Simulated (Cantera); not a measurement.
An adiabatic, constant-pressure homogeneous reactor starts with CH4 : C2H6 : C3H8 : O2 : N2 = 1 : 0.04 : 1.4 : 4.81 : 18.1 (molar parts), equivalence ratio 1.9, at 1150 K and 640000 Pa. Integrator tolerance rtol = 1e-08.

Computed with Cantera and GRI-Mech 3.0 (53 species, 325 reactions). GRI-Mech 3.0 was tuned for natural gas; its chemistry of propane as a main component is partial and can be far from experiment.

### Question
What does this change do: pressure from 640000 Pa to 1000000 Pa?

### Answer
| quantity | before | after |
|---|---|---|
| time of steepest temperature rise | 6.26 ms | 4.40 ms |
| temperature at 0.400 s | 2362 K | 2364 K |
| equilibrium temperature | 2362 K | 2364 K |
| x(CH4) at 0.400 s | 6.71e-10 (gas-phase equilibrium 7.54e-10) | 1.63e-9 (gas-phase equilibrium 1.82e-9) |
| x(C2H6) at 0.400 s | <1e-12 (gas-phase equilibrium <1e-12) | <1e-12 (gas-phase equilibrium <1e-12) |
| x(C3H8) at 0.400 s | <1e-12 (gas-phase equilibrium <1e-12) | <1e-12 (gas-phase equilibrium <1e-12) |
| x(HCN) at 0.400 s | 6.11e-7 (gas-phase equilibrium 6.11e-7) | 9.56e-7 (gas-phase equilibrium 9.56e-7) |
| x(CO2) at 0.400 s | 0.0227 (gas-phase equilibrium 0.0227) | 0.0226 (gas-phase equilibrium 0.0226) |

### Question
What does this change do: pressure from 640000 Pa to 101000 Pa?

### Answer
```
quantity                                                              before                                      after
---------------------------------  -----------------------------------------  -----------------------------------------
time of steepest temperature rise                                    6.26 ms                                    19.3 ms
temperature at 0.400 s                                                2362 K                                     2344 K
equilibrium temperature                                               2362 K                                     2344 K
x(CH4) at 0.400 s                  6.71e-10 (gas-phase equilibrium 7.54e-10)  1.79e-11 (gas-phase equilibrium 2.01e-11)
x(C2H6) at 0.400 s                     <1e-12 (gas-phase equilibrium <1e-12)      <1e-12 (gas-phase equilibrium <1e-12)
x(C3H8) at 0.400 s                     <1e-12 (gas-phase equilibrium <1e-12)      <1e-12 (gas-phase equilibrium <1e-12)
x(HCN) at 0.400 s                    6.11e-7 (gas-phase equilibrium 6.11e-7)    9.62e-8 (gas-phase equilibrium 9.62e-8)
x(CO2) at 0.400 s                      0.0227 (gas-phase equilibrium 0.0227)      0.0228 (gas-phase equilibrium 0.0228)
```
